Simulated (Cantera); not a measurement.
Cantera run, input and output.

```python
import numpy as np
import cantera as ct

gas = ct.Solution("gri30.yaml")
gas.TPX = 1425, 36000, {'CH4': 1, 'N2': 170}
reactor = ct.IdealGasConstPressureReactor(gas, energy="off", clone=False)
net = ct.ReactorNet([reactor])
net.rtol, net.atol = 1e-08, 1e-18
show = ['CH4', 'CH3', 'C2H', 'CH2', 'H2', 'C2H6']
times = np.geomspace(2e-05, 2, 15)

steps = ct.SolutionArray(gas, extra=["t"])
rows = []
print(f"{'t/s':>10s}{'T/K':>9s}{'P/Pa':>11s}" + "".join(f"{s:>11s}" for s in show))
for t in times:
    while net.time < t:
        t_next = net.step()
        steps.append(gas.state, t=t_next)
    rows.append([np.interp(t, steps.t, y) for y in (steps.T, steps.P, *steps(*show).X.T)])
    print(f"{t:10.3e}{rows[-1][0]:9.1f}{rows[-1][1]:11.4g}" + "".join(f"{x:11.3e}" for x in rows[-1][2:]))
rate = np.gradient(steps.T, steps.t)
print("integrator steps:", len(steps.t))
if steps.T.max() > steps.T[0] + 200:
    print(f"time of steepest temperature rise: {steps.t[rate.argmax()]:.4e} s")
gas.TPX = 1425, 36000, {'CH4': 1, 'N2': 170}
gas.equilibrate("TP")
print(f"equilibrium (TP): T = {gas.T:.1f} K  " + "  ".join(f"{s} {gas[s].X[0]:.3e}" for s in show))
```

It prints:

```
       t/s      T/K       P/Pa        CH4        CH3        C2H        CH2         H2       C2H6
 2.000e-05   1425.0    3.6e+04  5.848e-03  3.058e-09  8.776e-32  1.200e-16  6.441e-10  2.751e-16
 4.552e-05   1425.0    3.6e+04  5.848e-03  8.135e-09  1.430e-29  1.167e-15  2.641e-09  4.302e-15
 1.036e-04   1425.0    3.6e+04  5.848e-03  2.145e-08  1.925e-27  8.651e-15  8.947e-09  6.882e-14
 2.358e-04   1425.0    3.6e+04  5.848e-03  5.323e-08  1.874e-25  4.441e-14  2.478e-08  1.006e-12
 5.365e-04   1425.0    3.6e+04  5.848e-03  1.258e-07  1.446e-23  1.831e-13  6.108e-08  1.313e-11
 1.221e-03   1425.0    3.6e+04  5.848e-03  2.907e-07  1.007e-21  7.508e-13  1.438e-07  1.604e-10
 2.779e-03   1425.0    3.6e+04  5.847e-03  6.634e-07  6.346e-20  3.298e-12  3.325e-07  1.836e-09
 6.325e-03   1425.0    3.6e+04  5.846e-03  1.483e-06  3.946e-18  1.504e-11  7.689e-07  1.952e-08
 1.439e-02   1425.0    3.6e+04  5.844e-03  3.123e-06  2.231e-16  6.333e-11  1.835e-06  1.721e-07
 3.276e-02   1425.0    3.6e+04  5.839e-03  5.825e-06  7.905e-15  2.125e-10  4.866e-06  1.021e-06
 7.455e-02   1425.0    3.6e+04  5.824e-03  9.892e-06  1.191e-13  5.916e-10  1.576e-05  3.834e-06
 1.697e-01   1425.0    3.6e+04  5.768e-03  1.550e-05  1.287e-12  1.407e-09  6.452e-05  1.040e-05
 3.861e-01   1425.0    3.6e+04  5.569e-03  1.988e-05  1.124e-11  2.345e-09  2.831e-04  1.766e-05
 8.788e-01   1425.0    3.6e+04  5.116e-03  1.724e-05  5.008e-11  1.972e-09  9.239e-04  1.318e-05
 2.000e+00   1425.0    3.6e+04  4.462e-03  1.279e-05  1.061e-10  1.285e-09  1.969e-03  7.091e-06
integrator steps: 717
equilibrium (TP): T = 1425.0 K  CH4 6.993e-06  CH3 1.722e-08  C2H 2.052e-11  CH2 1.580e-12  H2 8.710e-03  C2H6 1.395e-11
```

Model: GRI-Mech 3.0 (53 species, 325 reactions), integrated in Cantera. GRI-Mech 3.0 stops at C3 and has no aromatics, soot or wall deposition, so with more carbon than oxygen in the feed, carbon stays in small species such as C2H2 where larger ones or solid carbon would form.
